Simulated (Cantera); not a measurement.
# Stirred combustor or abatement burner

A perfectly stirred reactor is fed with 15.1 % CH4, 0.560 % CO, 16.9 % O2, 63.9 % N2, 2.27 % H2O, 1.23 % H2, at 0.430 bar; it is adiabatic with a 450 K inlet, and is followed from long to short residence time, starting on the burning branch (τ in s: 0.029, 0.013, 0.0056, 0.0025, 0.0011, 0.00047, 0.00021, 9.1e-05, 4e-05, 1.8e-05, 7.7e-06, 3.4e-06).

Detailed kinetics in Cantera: GRI-Mech 3.0 (53 species, 325 reactions).

| τ (s) | T (K) | x CH4 | x CO | x O2 | x CH3 | x N2O |
|---|---|---|---|---|---|---|
| 0.029 | 1789 | 0.00798 | 0.0853 | 0.00202 | 0.000794 | 1.08e-9 |
| 0.013 | 1775 | 0.00938 | 0.0845 | 0.00369 | 0.00112 | 1.32e-9 |
| 0.0056 | 1741 | 0.0123 | 0.0843 | 0.00765 | 0.00158 | 1.91e-9 |
| 0.0025 | 450 | 0.151 | 0.00560 | 0.169 | <1e-12 | <1e-12 |
| 0.0011 | 450 | 0.151 | 0.00560 | 0.169 | <1e-12 | <1e-12 |
| 0.00047 | 450 | 0.151 | 0.00560 | 0.169 | <1e-12 | <1e-12 |
| 0.00021 | 450 | 0.151 | 0.00560 | 0.169 | <1e-12 | <1e-12 |
| 9.1e-5 | 450 | 0.151 | 0.00560 | 0.169 | <1e-12 | <1e-12 |
| 4.0e-5 | 450 | 0.151 | 0.00560 | 0.169 | <1e-12 | <1e-12 |
| 1.8e-5 | 450 | 0.151 | 0.00560 | 0.169 | <1e-12 | <1e-12 |
| 7.7e-6 | 450 | 0.151 | 0.00560 | 0.169 | <1e-12 | <1e-12 |
| 3.4e-6 | 450 | 0.151 | 0.00560 | 0.169 | <1e-12 | <1e-12 |
x: mole fraction; the columns are a selection and need not sum to one.
